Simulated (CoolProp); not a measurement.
Vapour-liquid equilibrium of n-hexane (1) + cyclohexane (2) at 29.75 °C; x and y are mole fractions of (1).

Model: multi-fluid Helmholtz-energy mixture model, Thol 2019 and Zhou 2014; pair parameters Bell 2016, in CoolProp.

```json
[
 {"x": "0.05", "bubble pressure, mixture model (MPa)": "0.01665", "bubble pressure, Raoult's law (MPa)": "0.01650", "y, mixture model": "0.083", "y, Raoult's law": "0.075"},
 {"x": "0.125", "bubble pressure, mixture model (MPa)": "0.01748", "bubble pressure, Raoult's law (MPa)": "0.01714", "y, mixture model": "0.193", "y, Raoult's law": "0.180"},
 {"x": "0.2", "bubble pressure, mixture model (MPa)": "0.01826", "bubble pressure, Raoult's law (MPa)": "0.01779", "y, mixture model": "(withheld)", "y, Raoult's law": "0.278"},
 {"x": "0.275", "bubble pressure, mixture model (MPa)": "0.01898", "bubble pressure, Raoult's law (MPa)": "0.01844", "y, mixture model": "0.378", "y, Raoult's law": "0.368"},
 {"x": "0.35", "bubble pressure, mixture model (MPa)": "(withheld)", "bubble pressure, Raoult's law (MPa)": "0.01908", "y, mixture model": "(withheld)", "y, Raoult's law": "0.453"},
 {"x": "0.425", "bubble pressure, mixture model (MPa)": "0.02032", "bubble pressure, Raoult's law (MPa)": "0.01973", "y, mixture model": "0.532", "y, Raoult's law": "0.532"},
 {"x": "0.5", "bubble pressure, mixture model (MPa)": "0.02095", "bubble pressure, Raoult's law (MPa)": "0.02038", "y, mixture model": "0.602", "y, Raoult's law": "0.606"},
 {"x": "0.575", "bubble pressure, mixture model (MPa)": "0.02155", "bubble pressure, Raoult's law (MPa)": "0.02102", "y, mixture model": "0.668", "y, Raoult's law": "0.675"},
 {"x": "0.65", "bubble pressure, mixture model (MPa)": "0.02214", "bubble pressure, Raoult's law (MPa)": "0.02167", "y, mixture model": "0.731", "y, Raoult's law": "0.741"},
 {"x": "0.725", "bubble pressure, mixture model (MPa)": "(withheld)", "bubble pressure, Raoult's law (MPa)": "0.02232", "y, mixture model": "0.792", "y, Raoult's law": "0.802"},
 {"x": "0.8", "bubble pressure, mixture model (MPa)": "(withheld)", "bubble pressure, Raoult's law (MPa)": "0.02296", "y, mixture model": "0.851", "y, Raoult's law": "0.860"},
 {"x": "0.875", "bubble pressure, mixture model (MPa)": "0.02380", "bubble pressure, Raoult's law (MPa)": "0.02361", "y, mixture model": "(withheld)", "y, Raoult's law": "0.915"},
 {"x": "0.95", "bubble pressure, mixture model (MPa)": "0.02433", "bubble pressure, Raoult's law (MPa)": "0.02426", "y, mixture model": "0.964", "y, Raoult's law": "0.967"}
]
```

**Question.** Fill in the missing entries.

**Answer.** 
- 0.2, y, mixture model: 0.291
- 0.35, bubble pressure, mixture model (MPa): 0.01967
- 0.35, y, mixture model: 0.458
- 0.725, bubble pressure, mixture model (MPa): 0.02270
- 0.8, bubble pressure, mixture model (MPa): 0.02326
- 0.875, y, mixture model: 0.908

The largest gap from Raoult's law is +3.1 % in bubble pressure, at x = 0.35. No azeotrope shows between x = 0.05 and 0.95.

The pair parameters rest on a limited set of measurements; away from them the model extrapolates.
